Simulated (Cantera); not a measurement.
Input (Python, Cantera):

```python
import numpy as np
import cantera as ct

gas = ct.Solution("h2o2.yaml")
gas.TPX = 975, 500000, {'H2': 1, 'O2': 1.47, 'N2': 5.53}
reactor = ct.IdealGasReactor(gas, energy="on", clone=False)
net = ct.ReactorNet([reactor])
net.rtol, net.atol = 1e-08, 1e-16
show = ['H2', 'O2', 'H2O2', 'O', 'OH']
times = np.geomspace(8e-06, 3, 13)

steps = ct.SolutionArray(gas, extra=["t"])
rows = []
print(f"{'t/s':>10s}{'T/K':>9s}{'P/Pa':>11s}" + "".join(f"{s:>11s}" for s in show))
for t in times:
    while net.time < t:
        t_next = net.step()
        steps.append(gas.state, t=t_next)
    rows.append([np.interp(t, steps.t, y) for y in (steps.T, steps.P, *steps(*show).X.T)])
    print(f"{t:10.3e}{rows[-1][0]:9.1f}{rows[-1][1]:11.4g}" + "".join(f"{x:11.3e}" for x in rows[-1][2:]))
rate = np.gradient(steps.T, steps.t)
print("integrator steps:", len(steps.t))
if steps.T.max() > steps.T[0] + 200:
    print(f"time of steepest temperature rise: {steps.t[rate.argmax()]:.4e} s")
gas.TPX = 975, 500000, {'H2': 1, 'O2': 1.47, 'N2': 5.53}
gas.equilibrate("UV")
print(f"equilibrium (UV): T = {gas.T:.1f} K  " + "  ".join(f"{s} {gas[s].X[0]:.3e}" for s in show))
```

Result:

```
       t/s      T/K       P/Pa         H2         O2       H2O2          O         OH
 8.000e-06    975.0      5e+05  1.250e-01  1.837e-01  9.961e-13  4.905e-12  1.471e-12
 2.331e-05    975.0      5e+05  1.250e-01  1.837e-01  8.925e-12  4.972e-12  1.492e-12
 6.794e-05    975.0      5e+05  1.250e-01  1.837e-01  7.706e-11  5.157e-12  1.551e-12
 1.980e-04    975.0      5e+05  1.250e-01  1.837e-01  6.625e-10  5.727e-12  1.755e-12
 5.769e-04    975.0      5e+05  1.250e-01  1.837e-01  5.549e-09  7.651e-12  2.606e-12
 1.681e-03    975.0      5e+05  1.250e-01  1.837e-01  4.795e-08  1.598e-11  7.488e-12
 4.899e-03    975.0      5e+05  1.250e-01  1.837e-01  5.579e-07  8.365e-11  5.659e-11
 1.428e-02    975.6  5.003e+05  1.249e-01  1.837e-01  2.029e-05  1.684e-09  1.702e-09
 4.160e-02   2107.5  1.014e+06  7.266e-05  1.287e-01  3.934e-07  1.660e-04  1.927e-03
 1.212e-01   2107.5  1.014e+06  7.266e-05  1.287e-01  3.934e-07  1.660e-04  1.927e-03
 3.533e-01   2107.5  1.014e+06  7.266e-05  1.287e-01  3.934e-07  1.660e-04  1.927e-03
 1.029e+00   2107.5  1.014e+06  7.266e-05  1.287e-01  3.934e-07  1.660e-04  1.927e-03
 3.000e+00   2107.5  1.014e+06  7.266e-05  1.287e-01  3.934e-07  1.660e-04  1.927e-03
integrator steps: 1619
time of steepest temperature rise: 3.3457e-02 s
equilibrium (UV): T = 2107.5 K  H2 7.266e-05  O2 1.287e-01  H2O2 3.934e-07  O 1.660e-04  OH 1.927e-03
```

Cantera simulation using the H2/O2 subset of GRI-Mech 3.0, which has no nitrogen chemistry; the numbers are that mechanism's predictions, not measurements. The hydrogen kinetics of GRI-Mech 3.0 are dated; newer H2 mechanisms differ, most at raised pressure.
